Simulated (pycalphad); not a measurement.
CALPHAD calculation (pycalphad, COST 507 light-alloy database (1999)), 1 atm. The data set is of 1999 and partly superseded.

Question: How does the equilibrium phase assembly of Al-10.42Si-3.642Mn (wt.%) change on cooling from 1577 °C to 257 °C?

Answer: 
| T (°C) | phases above | phases below |
|---|---|---|
| 708.3 | LIQUID | ALMNSI_ALPHA + LIQUID |
| 592.9 | ALMNSI_ALPHA + LIQUID | ALMNSI_ALPHA + FCC_A1 + LIQUID |
| 576.3 | ALMNSI_ALPHA + FCC_A1 + LIQUID | ALMNSI_ALPHA + DIAMOND_A4 + FCC_A1 |
Changes were sought between steps of 40 K, so a narrower field can be missed.

Database names, with the compositions (at.%) that they take in these runs: ALMNSI_ALPHA: Al 70 Mn 17 Si 12. FCC_A1 is fcc; DIAMOND_A4 is diamond (Si).
